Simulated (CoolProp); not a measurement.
Aqueous ethylene glycol as a coolant, 54 % by mass, freezing at -41.7 °C, 1 atm.

The numbers come from the Melinder's fits for secondary coolants in CoolProp.

```csv
T (°C),viscosity (mPa s),density (kg/m³),cp (kJ/(kg K)),conductivity (W/(m K))
-16.8,21.6,1087,3.005,0.355
-13.1,17.4,1085,3.028,0.357
-9.5,14.4,1084,3.051,0.359
-5.9,11.9,___,3.073,0.361
-2.3,10.0,1081,3.096,0.363
1.4,8.45,1079,3.118,0.365
5,7.23,___,3.140,0.367
8.6,6.24,1076,3.162,0.369
12.2,5.43,1074,3.183,0.371
15.9,4.74,1072,3.205,0.373
19.5,4.19,1070,3.225,0.375
23.1,3.73,1068,___,0.377
26.7,3.34,1066,3.266,0.379
30.4,3.00,1064,___,0.382
```

### Question
Complete the blanks.

### Answer

- -5.9, density (kg/m³): 1083
- 5, density (kg/m³): 1078
- 23.1, cp (kJ/(kg K)): 3.246
- 30.4, cp (kJ/(kg K)): 3.286
